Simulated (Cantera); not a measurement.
Input (Python, Cantera) and output of one run.

```python
import numpy as np
import cantera as ct

gas_names = """
    AL ALC ALH ALN ALO ALOH ALO2 ALO2H AL2 AL2O AL2O2 C CH CH2 CH3 CH2OH CH3O CH4 CH3OH CN CO CO2 COOH
    C2 C2H CHCO,ketyl C2H2,acetylene C2H2,vinylidene CH2CO,ketene C2H3,vinyl CH3CN CH3CO,acetyl C2H4
    C2H4O,ethylen CH3CHO,ethanal CH3COOH (HCOOH)2 C2H5 C2H6 CH3OCH3 C2H5OH CCN CNC C2N2 C2O C3
    C3H3,propargyl C3H4,allene C3H4,propyne C3H4,cyclo- C3H5,allyl C3H6,propylene C3H6,cyclo- C3H6O
    C3H7,n-propyl C3H7,i-propyl C3H8 C3H8O,1propanol C3H8O,2propanol C3O2 C4 C4H2 C4H4,1,3-cyclo-
    C4H6,butadiene C4H6,2-butyne C4H6,cyclo- C4H8,1-butene C4H8,cis2-buten C4H8,tr2-butene
    C4H8,isobutene C4H8,cyclo- (CH3COOH)2 C4H9,n-butyl C4H9,i-butyl C4H9,s-butyl C4H9,t-butyl
    C4H10,isobutane C4H10,n-butane C4N2 C5 C5H6,1,3cyclo- C5H8,cyclo- C5H10,1-pentene C5H10,cyclo-
    C5H11,pentyl C5H11,t-pentyl C5H12,n-pentane C5H12,i-pentane CH3C(CH3)2CH3 C6H2 C6H5,phenyl
    C6H5O,phenoxy C6H6 C6H5OH,phenol C6H10,cyclo- C6H12,1-hexene C6H12,cyclo- C6H13,n-hexyl C7H7,benzyl
    C7H8 C7H8O,cresol C7H14,1-heptene C7H15,n-heptyl C7H16,n-heptane C8H8,styrene C8H10,ethylbenz
    C8H16,1-octene C8H17,n-octyl C8H18,isooctane C8H18,n-octane C9H19,n-nonyl C10H8,naphthale
    C10H21,n-decyl C12H9,o-bipheny C12H10,bipheny H HALO HCN HCO HCCN HNC HNCO HNO HNO2 HNO3 HO2 H2
    HCHO,formaldehy HCOOH H2O H2O2 N NCO NH NH2 NH3 NH2OH NO NO2 NO3 N2 N2H2 N2H4 N2O O OH O2 O3
""".split()
cond_names = """
    AL(cr) AL(L) ALN(s) AL2O3(a) AL2O3(L) C(gr) C6H6(L) C7H8(L) C8H18(L),n-octa H2O(s) H2O(L)
""".split()


def load(file, names, dense=False):
    # The tables refer to 1 bar. Condensed volumes are neglected.
    table = {s.name: s for s in ct.Species.list_from_file(file)}
    out = []
    for n in names:
        d = dict(table[n].input_data)
        d["thermo"] = dict(d["thermo"], **{"reference-pressure": 1e5})
        if dense:
            d["equation-of-state"] = {"model": "constant-volume", "density": "1e6 g/cm^3"}
        out.append(ct.Species.from_dict(d))
    return out


gas = ct.Solution(thermo="ideal-gas", species=load("nasa_gas.yaml", gas_names))
cond = {s.name: ct.Solution(thermo="fixed-stoichiometry", species=[s], name=s.name)
        for s in load("nasa_condensed.yaml", cond_names, dense=True)}
atoms = {
    'Al(CH3)3': {'AL': 1, 'C': 3, 'H': 9},
    'N2O': {'N': 2, 'O': 1},
    'H2': {'H': 2},
}
top_T = {'ALN(s)': 2750, 'C(gr)': 4500}  # K; cautious upper limits of use, not melting points


def equilibrate(T, P, feed):
    n = {}
    for name, mol in feed.items():
        for a, k in atoms[name].items():
            n[a] = n.get(a, 0.0) + k * mol
    gas.TPX = T, P, n
    mass = sum(n.values()) * gas.mean_molecular_weight
    gas.equilibrate("TP")
    valid = [c for c in cond.values() if c.min_temp <= T <= top_T.get(c.name, c.max_temp)]
    mix = ct.Mixture([(gas, mass / gas.mean_molecular_weight)] + [(c, 0.0) for c in valid])
    mix.T, mix.P = T, P
    mix.equilibrate("TP", solver="vcs", rtol=1e-11, max_steps=5000)
    return mix


results = []
feed = {'Al(CH3)3': 1, 'N2O': 1.4, 'H2': 32}  # mol
T = 1973.15  # K
P = 13332.2  # Pa
mix = equilibrate(T, P, feed)
results.append((T, P, feed, dict(zip(mix.species_names, mix.species_moles))))
x = sorted(zip(gas.X, gas.species_names), reverse=True)
print(f"T = {T:g} K  P = {P:g} Pa  gas = {mix.phase_moles(0):.4g} mol")
print("   x: " + "  ".join(f"{s} {v:.3e}" for v, s in x if v > 1e-06))
print("   condensed (mol): " + ("  ".join(f"{mix.phase(i).name} {mix.phase_moles(i):.4g}"
      for i in range(1, mix.n_phases) if mix.phase_moles(i) > 1e-12) or "none"))
```

It prints:

```
T = 1973.15 K  P = 13332.2 Pa  gas = 38.97 mol
   x: H2 9.329e-01  CO 3.588e-02  N2 2.303e-02  H 3.573e-03  HCN 1.942e-03  AL 1.657e-03  C2H2,acetylene 5.982e-04  ALH 1.735e-04  HNC 1.050e-04  CH4 5.295e-05  AL2O 4.313e-05  CH3 4.028e-06
   condensed (mol): ALN(s) 0.9252  C(gr) 1.473
```

Equilibrium computed with Cantera from the NASA thermochemical tables; the gas is ideal and each condensed phase is pure. The feed counts by its element totals alone.
